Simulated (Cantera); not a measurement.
Feed: 1 mol Cu, 0.78 mol NH3, 17 mol N2, equilibrated at 1750 K.

Equilibrium computed with Cantera from the NASA thermochemical tables; the gas is ideal and each condensed phase is pure. Candidate condensed phases: Cu; 11 gas species. Rates play no part.

Task: At 8.25 Torr, list the 5 most abundant gas species with their mole fractions, and the condensed phases.

Result: N2 0.911, H2 0.0610, Cu 0.0271, H 0.000548, Cu2 4.16e-5. Condensed: Cu(l).
